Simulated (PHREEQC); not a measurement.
A solution holds 0.0041 mol HF and 0.00042 mol NH4F per kg of water, at 25 °C. Closed to the air; pH follows from the charge balance.

Computed with PHREEQC (ion-association model, phreeqc.dat).

```csv
quantity,before,after
pH,2.92,2.94
ionic strength (mol/kgw),0.00167,0.00162
HF (mol/kgw),0.00283,0.00288
F- (mol/kgw),0.00165,0.00160
HF2- (mol/kgw),1.79e-5,1.83e-5
NH3 (mol/kgw),1.91e-10,2.82e-10
```

Task: Name the change that produced these shifts.
(A) temperature from 25 to 85 °C
(B) diluted 100-fold with water
(C) HF from 0.0041 to 0.00615 mol/kgw
(D) diluted 2-fold with water
(E) temperature from 25 to 30 °C

Result: E, temperature from 25 to 30 °C

No solid was allowed to form.
